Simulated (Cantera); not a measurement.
Mixture: CO : H2 : O2 : N2 : H2O = 1 : 0.45 : 0.426 : 1.6 : 0.073 (molar parts), equivalence ratio 1.7, at 18.0 bar, adiabatic and at constant volume. Ignition delay is the time to a rise of 400 K.

Detailed kinetics in Cantera: GRI-Mech 3.0 (53 species, 325 reactions). The hydrogen kinetics of GRI-Mech 3.0 are dated; newer H2 mechanisms differ, most at raised pressure. The pressure lies above the range GRI-Mech 3.0 was tuned for (to about 10 atm).

### Question
What does this change do: N2 1.6 to 2.4 parts?

### Answer
```
quantity                                                before       after
--------------------------------------------------  ----------  ----------
delay at 1023 K                                        1.39 ms     1.74 ms
delay at 1123 K                                       0.190 ms    0.235 ms
delay at 1223 K                                        31.4 µs     37.4 µs
delay at 1323 K                                        6.27 µs     7.35 µs
delay at 1423 K                                        2.23 µs     2.70 µs
apparent activation energy between 1323 and 1423 K  160 kJ/mol  160 kJ/mol
```

### Question
What does this change do: H2 0.45 to 0.16 parts?

### Answer
```
quantity                                                before       after
--------------------------------------------------  ----------  ----------
delay at 1023 K                                        1.39 ms     1.51 ms
delay at 1123 K                                       0.190 ms    0.206 ms
delay at 1223 K                                        31.4 µs     36.2 µs
delay at 1323 K                                        6.27 µs     8.32 µs
delay at 1423 K                                        2.23 µs     3.20 µs
apparent activation energy between 1323 and 1423 K  160 kJ/mol  150 kJ/mol
```
